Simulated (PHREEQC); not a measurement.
Synthetic water in mg/L, 55 °C, pH 5.83, pe 9.4: Na 0.66; K 0.0448; Ca 0.0675; Mg 0.277; Cl 0.493; S(6) as SO4 0.323; Alkalinity as HCO3 2.19; Pb 0.0119; Cd 0.00396; Ni 0.1.

Valence states are taken as typed.

Equilibrium calculation in PHREEQC: ion-association model, wateq4f.dat.

```
quantity                   before     after
-----------------------  --------  --------
CO2 (mol/kgw)            0.000105  0.000219
NiCO3 (mol/kgw)           2.06e-8   1.08e-8
MgSO4 (mol/kgw)           1.65e-8   1.65e-8
MgHCO3+ (mol/kgw)         5.89e-9   6.13e-9
CO3-2 (mol/kgw)           1.81e-9  9.46e-10
PbCO3 (mol/kgw)           1.55e-9  8.21e-10
SI of Pb(OH)2 (Pb(OH)2)     -2.84     -3.44
SI of Cerrusite (PbCO3)     -3.25     -3.52
```

Question: Name the change that produced these shifts.
(A) pH from 5.83 to 5.53 at the same alkalinity
(B) pH from 5.83 to 6.33 at the same alkalinity
(C) Na from 0.66 to 0.33 mg/L
(D) temperature from 55 to 75 °C at the same typed pH

Answer: A, pH from 5.83 to 5.53 at the same alkalinity

No solid was allowed to form. Constants without temperature data keep their 25 °C values here.
